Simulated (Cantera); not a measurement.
An isothermal plug-flow reactor at 1075 K and 3.06 atm (inlet), inlet velocity 0.11 m/s, active area per volume 1200 1/m; feed CH4 : O2 : N2 = 0.0061 : 0.082 : 0.79 (molar parts), equivalence ratio 0.15.

Model: Deutschmann's 1995 Pt surface mechanism with GRI-Mech 3.0 gas chemistry, integrated in Cantera. Catalytic surfaces can have several steady states; this one follows from the mechanism file's or the stated starting coverage. Mass transfer to the wall is taken as infinitely fast.

Problem. What does this change do: temperature 1075 to 1000 K?

Solution. 
```
quantity                 before    after
----------------------  -------  -------
x(CH4) at z = 0.0046 m  4.32e-5  0.00103
x(O2) at z = 0.0046 m    0.0797   0.0816
x(H2O) at z = 0.0046 m   0.0137   0.0118
x(CO2) at z = 0.0046 m  0.00683  0.00585
x(CO) at z = 0.0046 m   1.13e-7  5.19e-7
θ(free Pt) at the exit    0.226    0.153
θ(O*) at the exit         0.771    0.844
θ(OH*) at the exit      0.00303  0.00309
```
